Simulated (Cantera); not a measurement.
Input: 1 mol C2H6, 0.067 mol NH3, 0.33 mol H2O, equilibrated at 2875 K and 0.0133 bar.

Method: chemical equilibrium by Gibbs-energy minimisation in Cantera with the NASA 1993 tables (ideal gas, pure condensed phases). Candidate condensed phases: C, C6H6, C7H8, C8H18, H2O; 136 gas species. Equilibrium is a limit: real reactors are often held back by kinetics, nucleation or transport.

What is the equilibrium state?

x(H): 0.546
x(H2): 0.355
x(CO): 0.0624
x(C2H2 (acetylene)): 0.0151
x(C3): 0.00581
x(HCN): 0.00517
x(C2H): 0.00331
x(N2): 0.00295
x(C): 0.00110
n(C(graphite)): 1.33 mol
gas amount: 5.289 mol
